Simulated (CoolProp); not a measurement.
R22 at 293.15 K and 3.42 MPa is throttled through a valve to 0.915 MPa with no heat exchange. Each further row changes one setting.

Computed with CoolProp (reference Helmholtz-energy equation of state, Kamei 1995).

| case | temperature change (K) | final phase | final density (kg/m³) |
|---|---|---|---|
| as stated | +0.1 | liquid | 1210 |
| outlet pressure 0.275 MPa | ___ | ___ | ___ |
| outlet pressure 1.19 MPa | +0.1 | liquid | 1210 |

### Question
Complete the blanks.

### Answer

- outlet pressure 0.275 MPa, temperature change (K): -37.0
- outlet pressure 0.275 MPa, final phase: two-phase, vapour fraction 0.201
- outlet pressure 0.275 MPa, final density (kg/m³): 57.8
